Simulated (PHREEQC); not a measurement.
1 kg of water holding 0.082 mol NaBr and 0.009 mol NaCl is evaporated at 20 °C; the solids stay in contact with the brine. CO2 from the air is kept out. The run lets Halite precipitate or redissolve, and no other solid.

Equilibrium calculation in PHREEQC: Pitzer model, pitzer.dat.

| water left (kg) | ionic strength | water activity | Br in solution (mol/kgw) | Cl in solution (mol/kgw) | Na in solution (mol/kgw) |
|---|---|---|---|---|---|
| 1 | 0.0910 | 0.997 | 0.0820 | 0.00900 | 0.0910 |
| 0.8219 | 0.111 | 0.996 | 0.0998 | 0.0109 | 0.111 |
| 0.6755 | 0.135 | 0.995 | 0.121 | 0.0133 | 0.135 |
| 0.5552 | 0.164 | 0.995 | 0.148 | 0.0162 | 0.164 |
| 0.4563 | 0.199 | 0.993 | 0.180 | 0.0197 | 0.199 |
| 0.375 | 0.243 | 0.992 | 0.219 | 0.0240 | 0.243 |
| 0.3082 | 0.295 | 0.990 | 0.266 | 0.0292 | 0.295 |
| 0.2533 | 0.359 | 0.988 | 0.324 | 0.0355 | 0.359 |
| 0.2082 | 0.437 | 0.985 | 0.394 | 0.0432 | 0.437 |
| 0.1711 | 0.532 | 0.982 | 0.479 | 0.0526 | 0.532 |
| 0.1407 | 0.647 | 0.978 | 0.583 | 0.0640 | 0.647 |
| 0.1156 | 0.787 | 0.974 | 0.709 | 0.0778 | 0.787 |
| 0.09502 | 0.958 | 0.968 | 0.863 | 0.0947 | 0.958 |
| 0.07809 | 1.17 | 0.960 | 1.05 | 0.115 | 1.17 |
| 0.06418 | 1.42 | 0.951 | 1.28 | 0.140 | 1.42 |
| 0.05275 | 1.72 | 0.940 | 1.55 | 0.171 | 1.73 |
| 0.04335 | 2.10 | 0.925 | 1.89 | 0.208 | 2.10 |
| 0.03564 | 2.55 | 0.907 | 2.30 | 0.253 | 2.55 |
| 0.0293 | 3.11 | 0.884 | 2.80 | 0.307 | 3.11 |
| 0.02407 | 3.78 | 0.853 | 3.41 | 0.374 | 3.78 |

Complexes and solids missing from the database can't appear.
